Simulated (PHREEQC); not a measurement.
Alkaline etch or developer (model solution)

Solution (25 °C): 0.14 mol/kgw CsOH, 5.1e-07 mol/kgw H4SiO4 and 0.0003 mol/kgw Na2CO3. Closed to the air; pH follows from the charge balance.

Model: ion-association model, wateq4f.dat, run in PHREEQC.

| Quantity | Value |
|---|---|
| pH | 13.01 |
| ionic strength | 0.141 mol/kgw |
| total alkalinity | 141 meq/kg |

| species | molality | activity | log γ |
|---|---|---|---|
| OH- | 0.140 | 0.103 | -0.134 |
| Cs+ | 0.140 | 0.107 | -0.118 |
| Na+ | 0.000599 | 0.000457 | -0.118 |
| CO3-2 | 0.000299 | 0.000104 | -0.460 |
| NaCO3- | 1.15e-6 | 8.81e-7 | -0.115 |
| H2SiO4-2 | 3.06e-7 | 1.06e-7 | -0.460 |
| HCO3- | 2.79e-7 | 2.14e-7 | -0.115 |
| H3SiO4- | 2.03e-7 | 1.51e-7 | -0.128 |

No solid was allowed to form. Species that the database lacks are ignored.
